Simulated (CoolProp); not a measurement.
The fluid at 358.08 K and 0.8 MPa is compressed adiabatically to 6.25 MPa with isentropic efficiency 0.8. The same conditions are run with several fluids, on thermodynamics alone (safety and materials aside).

Values from CoolProp's reference Helmholtz-energy equation of state of each fluid (propane: Lemmon 2009; oxygen: Schmidt 1985; R152A: Outcalt 1996).

Problem. Rank propane, oxygen, R152A by work (kJ/kg), highest first.

Solution. oxygen (323), propane (163), R152A (109)

| fluid | final temperature (K) | final density (kg/m³) |
|---|---|---|
| propane | 464.6 | 94.8 |
| oxygen | 687.4 | 34.4 |
| R152A | 478.6 | 137 |

Above 300 K oxygen's equation is extrapolated.
